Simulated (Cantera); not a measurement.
A Cantera script and its output.

```python
import numpy as np
import cantera as ct

gas = ct.Solution("gri30.yaml")


def delay(T, t_max=10):
    gas.TPX = T, 230000, {'CH4': 1, 'O2': 2.3, 'N2': 14}
    reactor = ct.IdealGasReactor(gas, clone=False)
    net = ct.ReactorNet([reactor])
    net.rtol, net.atol = 1e-8, 1e-16
    while net.time < t_max:
        t_old, T_old = net.time, reactor.T
        net.step()
        if reactor.T > T + 400:  # ignition: a rise of 400 K
            return t_old + (T + 400 - T_old) / (reactor.T - T_old) * (net.time - t_old)
    return np.nan


taus = []
for T in [1198, 1298, 1398, 1498, 1598, 1698, 1798, 1898, 1998]:
    taus.append(delay(T))
    print(f"T0 = {T:6g} K   tau = {taus[-1]:.4e} s")
```

Output:

```
T0 =   1198 K   tau = 3.1595e-02 s
T0 =   1298 K   tau = 8.5732e-03 s
T0 =   1398 K   tau = 2.5920e-03 s
T0 =   1498 K   tau = 8.6978e-04 s
T0 =   1598 K   tau = 3.2926e-04 s
T0 =   1698 K   tau = 1.4234e-04 s
T0 =   1798 K   tau = 6.9645e-05 s
T0 =   1898 K   tau = 3.7749e-05 s
T0 =   1998 K   tau = 2.2190e-05 s
```

Cantera simulation using GRI-Mech 3.0 (53 species, 325 reactions); the numbers are that mechanism's predictions, not measurements.
